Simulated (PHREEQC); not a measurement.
Dissolve 0.0057 mol/kgw NaH2PO4 and 0.16 mol/kgw NaF at 25 °C. Closed to the air; pH follows from the charge balance.

Model: ion-association model, phreeqc.dat, run in PHREEQC.

Each row changes one thing in this solution. Precipitation was switched off in this run.

```
case                                               pH  HF (mol/kgw)  HF2- (mol/kgw)
-----------------------------------------------  ----  ------------  --------------
as made                                          5.74      0.000291        0.000169
NaH2PO4 replaced by NaHCO3 at the same molality  7.95       1.80e-6         1.05e-6
NaH2PO4 from 0.0057 to 0.00285 mol/kgw           5.90      0.000202        0.000117
NaH2PO4 from 0.0057 to 0.00057 mol/kgw           6.28       8.39e-5         4.88e-5
NaH2PO4 from 0.0057 to 0.00855 mol/kgw           5.65      0.000359        0.000208
```

Species that the database lacks are ignored.
